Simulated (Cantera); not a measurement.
An adiabatic, constant-volume homogeneous reactor starts with CH4 : CO : O2 : N2 = 1 : 1.4 : 1.13 : 4.23 (molar parts), equivalence ratio 2.4, at 1748 K and 23000 Pa.

Cantera simulation using GRI-Mech 3.0 (53 species, 325 reactions); the numbers are that mechanism's predictions, not measurements.

**Question.** Predict: time of steepest temperature rise; temperature at 0.600 s; equilibrium temperature; x(CO) at 0.600 s; x(O2) at 0.600 s; x(NO) at 0.600 s; x(H) at 0.600 s.

**Answer.** 
- time of steepest temperature rise: 0.705 ms
- temperature at 0.600 s: 2744 K
- equilibrium temperature: 2744 K
- x(CO) at 0.600 s: 0.239 (gas-phase equilibrium 0.239)
- x(O2) at 0.600 s: 0.000627 (gas-phase equilibrium 0.000627)
- x(NO) at 0.600 s: 0.00145 (gas-phase equilibrium 0.00145)
- x(H) at 0.600 s: 0.0344 (gas-phase equilibrium 0.0344)
